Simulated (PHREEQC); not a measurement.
Consider water at 75 °C with 75 mmol/kgw Na2S. Closed to the air; pH follows from the charge balance.

Equilibrium calculation in PHREEQC: ion-association model, phreeqc.dat.

No solid was allowed to form.

Q: What pH, specific conductance, ionic strength does the model give?

A: pH 11.15; specific conductance 39000 µS/cm; ionic strength 0.183 mol/kgw.

With this much S-2 the pH rests on the database's HS-/S-2 constant; if that pK is higher, the solution is more alkaline. At this temperature some constants are extrapolated from 25 °C, and those without enthalpy data are left unchanged. The database's pK near 12.9 for HS-/S-2 is now thought far too low, so its S-2 is overstated.
